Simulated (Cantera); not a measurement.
Charge: 1 mol Si3N4, 22 mol H2O, 34 mol H2, equilibrated at 1.33 mbar.

Cantera equilibrium calculation (NASA polynomials, part measured and part estimated; ideal gas, pure solids and liquids). Candidate condensed phases: H2O, Si, SiO2, Si2N2O, Si3N4; 35 gas species. The numbers say what is thermodynamically allowed, not how fast it happens. All values below are at 800 K.

Base state: H2 0.690, H2O 0.276, N2 0.0345 (mole fractions); condensed: SiO2(α-quartz).

**Question.** What changes in the equilibrium state with this change: Si3N4 replaced by AlN?

**Answer.** 
```tsv
species	before	after
H2	0.690	0.628
H2O	0.276	0.363
N2	0.0345	0.00885
SiO2(α-quartz), mol	3.00	0
Al2O3(s), mol	0	0.500
```
Further candidate phases: Al, AlN, Al2O3.
